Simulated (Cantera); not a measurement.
## Equilibrium for abatement and gas-phase synthesis: H2S + H2O

A closed system holds: 1 mol H2S, 0.12 mol H2O, at 82500 Torr.

Method: chemical equilibrium by Gibbs-energy minimisation in Cantera with the NASA 1993 tables (ideal gas, pure condensed phases). Candidate condensed phases: H2O, H2SO4, S; 19 gas species. The ideal-gas law is rough above about 30 bar. Gases not in the tables: S3 to S7. The numbers say what is thermodynamically allowed, not how fast it happens.

```
T (K)  log p H2S  log p H2  log p S2  log p H2O  log p SH
-----  ---------  --------  --------  ---------  --------
1200        1.97      0.52      0.21       1.06     -2.07
1300        1.96      0.71      0.41       1.06     -1.63
1400        1.94      0.87      0.57       1.06     -1.26
1500        1.92      1.01      0.70       1.05     -0.93
1600        1.90      1.12      0.82       1.04     -0.66
1700        1.87      1.22      0.91       1.03     -0.42
1800        1.84      1.31      0.99       1.03     -0.21
1900        1.80      1.38      1.06       1.02     -0.03
2000        1.76      1.43      1.12       1.01      0.13
2100        1.72      1.48      1.16       1.00      0.27
```
log p: log10 of the partial pressure in bar; nothing condenses.

From 1200 K to 2100 K nothing is condensed.
